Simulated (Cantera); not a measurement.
Charge: 1 mol SiH4, 0.25 mol C2H2, 170 mol H2, equilibrated at 2500 K and 0.690 bar.

Cantera equilibrium calculation (NASA polynomials, part measured and part estimated; ideal gas, pure solids and liquids). Candidate condensed phases: C, C6H6, C7H8, C8H18, Si, SiC; 87 gas species. Gases not in the tables: Si2H6 and higher silanes. Equilibrium is a limit: real reactors are often held back by kinetics, nucleation or transport.

Base state: H2 0.964, H 0.0297, Si 0.00352, C2H2 (acetylene) 0.00112, SiH 0.000758, SiH2 0.000504, Si2C 0.000352, SiC2 9.79e-5 (mole fractions); condensed: gas only.

Q: What changes in the equilibrium state with this change: temperature from 2500 K to 2000 K?

A: 
```csv
species,before,after
H2,0.964,0.998
H,0.0297,0.00196
SiH2,0.000504,0.000106
Si,0.00352,6.31e-5
SiC2,9.79e-5,7.85e-9
C2H2 (acetylene),0.00112,2.30e-6
Si2C,0.000352,1.73e-6
"Si(l), mol",0,0.468
"SiC(s), mol",0,0.496
```
Mutual solubility and eutectic melting of coexisting phases are not modelled.
